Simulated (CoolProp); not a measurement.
R404A at 443.12 K and 0.288 MPa flows at 4.9 m/s in a round tube of 12.7 mm bore and 1.5 µm roughness, fully developed (64/Re and Nu = 3.66 if laminar; Colebrook and Gnielinski if turbulent). Each further row changes one setting.

Values from CoolProp's reference Helmholtz-energy equation of state, Lemmon 2003. It is a pseudo-pure fit of the blend.

```tsv
case	Reynolds number	Darcy friction factor	pressure drop (Pa/m)	heat-transfer coefficient (W/(m² K))	mass flow (kg/h)
as stated	26900	0.0244	178	135	17.2
velocity 9.8 m/s	53700	0.0210	613	235	34.5
diameter 25.4 mm	53700	0.0208	75.8	116	69.0
```

Viscosity comes from a separate model (Geller 2000). Thermal conductivity comes from a separate model (Geller 2001).
